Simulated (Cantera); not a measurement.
Cantera with NASA thermochemical tables; ideal gases at 1 bar, condensed phases pure. Values are per mole of reaction as written; species without (g) are pure solids or liquids, kept so even where they would boil at 1 bar.

Question: Between 650 and 1025 K, where is each reaction favourable under standard conditions?
- 4 Li + O₂(g) ⇌ 2 Li₂O
- 1.2 Ti + O₂(g) ⇌ 0.4 Ti₃O₅
- 0.8 Ta + O₂(g) ⇌ 0.4 Ta₂O₅

Answer: 
- 4 Li + O₂(g) ⇌ 2 Li₂O: ΔG° is -1030 kJ at 650 K and -925 kJ at 1025 K; it stays negative (K > 1). ΔH° is -1208 kJ and ΔS° -276 J/K at 1025 K.
- 1.2 Ti + O₂(g) ⇌ 0.4 Ti₃O₅: ΔG° is -864 kJ at 650 K and -800 kJ at 1025 K; it stays negative (K > 1). ΔH° is -972 kJ and ΔS° -167 J/K at 1025 K.
- 0.8 Ta + O₂(g) ⇌ 0.4 Ta₂O₅: ΔG° is -702 kJ at 650 K and -638 kJ at 1025 K; it stays negative (K > 1). ΔH° is -810 kJ and ΔS° -167 J/K at 1025 K.
